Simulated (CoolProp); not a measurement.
The fluid at 452.1 K and 1.21 MPa flows at 13 m/s in a round tube of 10 mm bore and 15 µm roughness, fully developed (64/Re and Nu = 3.66 if laminar; Colebrook and Gnielinski if turbulent). The same conditions are run with several fluids, on thermodynamics alone (safety and materials aside).

Values from CoolProp's reference Helmholtz-energy equation of state of each fluid (ammonia: Gao 2020; R404A: Lemmon 2003; R152A: Outcalt 1996; R141b: Lemmon 2006; R143a: Lemmon and Jacobsen 2000). Blends and air are pseudo-pure fits.

Problem. Rank ammonia, R404A, R152A, R141b, R143a by Reynolds number, highest first.

Solution. R141b (394000), R404A (232000), R143a (217000), R152A (175000), ammonia (45800)

| fluid | Darcy friction factor | pressure drop (Pa/m) | heat-transfer coefficient (W/(m² K)) | mass flow (kg/h) |
|---|---|---|---|---|
| ammonia | 0.0256 | 1220 | 612 | 20.7 |
| R404A | 0.0227 | 6300 | 1510 | 121 |
| R152A | 0.0229 | 4380 | 1320 | 82.9 |
| R141b | 0.0223 | 8110 | 2000 | 158 |
| R143a | 0.0227 | 5440 | 1560 | 104 |

Transport values come from each fluid's own correlations; those of R152A, R141b, R143a are estimates that may be off by 10 % or more.
